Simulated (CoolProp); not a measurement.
Ethylene at several states: Z from the reference equation and from simpler models built on Tc = 282.4 K, pc = 5.042 MPa, ω = 0.087; each cubic takes its own stable root.

The numbers come from the reference Helmholtz-energy equation of state, Smukala 2000 in CoolProp.

```
T (K)  p (MPa)   phase  reference  van der Waals  Redlich-Kwong  Soave-Redlich-Kwong  Peng-Robinson
-----  -------  ------  ---------  -------------  -------------  -------------------  -------------
191.1     2.84  liquid    0.09305         0.1409        0.09723                  ___            ___
256.7     0.34     gas        ___         0.9743            ___                  ___            ___
307.4   0.0357     gas     0.9982         0.9983         0.9981               0.9981         0.9979
```

Q: Complete the blanks.

A: 
- 191.1, Soave-Redlich-Kwong: 0.09676
- 191.1, Peng-Robinson: 0.08561
- 256.7, reference: 0.9689
- 256.7, Redlich-Kwong: 0.9692
- 256.7, Soave-Redlich-Kwong: 0.9688
- 256.7, Peng-Robinson: 0.9660
